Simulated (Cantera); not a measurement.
Input: 1 mol CCl4, a varied amount of Si, 0.069 mol CH4, at 1075 K and 1.33 mbar.

Method: chemical equilibrium by Gibbs-energy minimisation in Cantera with the NASA 1993 tables (ideal gas, pure condensed phases). Candidate condensed phases: C, C6H6, C7H8, C8H18, Si, SiC; 109 gas species. The tables' values for SiCl3 are old estimates; treat these amounts as uncertain. Equilibrium is a limit: real reactors are often held back by kinetics, nucleation or transport.

x: gas mole fraction; n: condensed amount in mol.

| n(Si) (mol) | x SiCl4 | x Cl2 | x HCl | x Cl | x H2 | n C(graphite) | n SiC(s) |
|---|---|---|---|---|---|---|---|
| 0.23 | 0.119 | 0.713 | 0.143 | 0.0255 | 4.13e-12 | 1.07 | 0 |
| 0.28 | ___ | 0.680 | 0.147 | 0.0249 | ___ | 1.07 | 0 |
| 0.33 | ___ | 0.645 | 0.151 | 0.0243 | ___ | 1.07 | 0 |
| 0.4 | 0.227 | 0.592 | 0.157 | 0.0233 | 6.01e-12 | 1.07 | 0 |
| 0.47 | 0.279 | 0.536 | 0.164 | 0.0221 | 7.22e-12 | 1.07 | 0 |
| 0.56 | 0.351 | 0.455 | 0.173 | 0.0204 | 9.51e-12 | 1.07 | 0 |
| 0.67 | 0.452 | 0.344 | 0.186 | 0.0177 | 1.46e-11 | 1.07 | 0 |
| 0.8 | 0.594 | 0.188 | 0.205 | 0.0131 | 3.23e-11 | 1.07 | 0 |
| 0.96 | 0.782 | 1.97e-10 | 0.181 | 4.24e-7 | 0.0241 | 1.06 | 0.00975 |
| 1.1 | 0.782 | 1.97e-10 | 0.181 | 4.24e-7 | 0.0241 | 0.919 | 0.150 |

Question: What belongs in the gaps?

Answer: 
- 0.33, x SiCl4: 0.180
- 0.33, x H2: 5.09e-12
- 0.28, x SiCl4: 0.149
- 0.28, x H2: 4.57e-12
